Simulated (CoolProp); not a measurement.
The numbers come from the reference Helmholtz-energy equation of state, Lemmon 2005 in CoolProp. It is a short technical equation, of lower accuracy than the large ones.

Give the vapour pressure (kPa), vapour density (kg/m³), liquid cp (kJ/(kg K)) of saturated isobutene at 341.1 K.


```tsv
T (K)	p (kPa)	vapour density (kg/m³)	liquid cp (kJ/(kg K))
341.1	940	23.0	2.68
```
